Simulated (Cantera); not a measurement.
Input: 1 mol MgO, 0.2 mol SO₂, 1.4 mol H₂O, 0.57 mol H₂S, held at 1625 K and 0.0180 bar.

These are equilibrium values from Cantera (NASA tables, ideal gas, pure condensed phases), not measurements of a reactor. Candidate condensed phases: H₂O, H₂SO₄, Mg, MgO, Mg(OH)₂, MgS, MgSO₄, S; 26 gas species. Kinetics and transport are ignored.

**Question.** What is the equilibrium state?

**Answer.** 
| Property | Value |
|---|---|
| x(H₂O) | 0.567 |
| x(H₂) | 0.219 |
| x(S₂) | 0.101 |
| x(SO₂) | 0.0807 |
| x(H₂S) | 0.0193 |
| x(SO) | 0.00793 |
| x(SH) | 0.00380 |
| x(S₂O) | 0.000908 |
| x(S) | 0.000368 |
| n(MgO(s)) | 1.000 mol |
| gas amount | 2.440 mol |
| log10 activity of S(l) (absent) | -2.70 |
| log10 activity of Mg(l) (absent) | -8.89 |
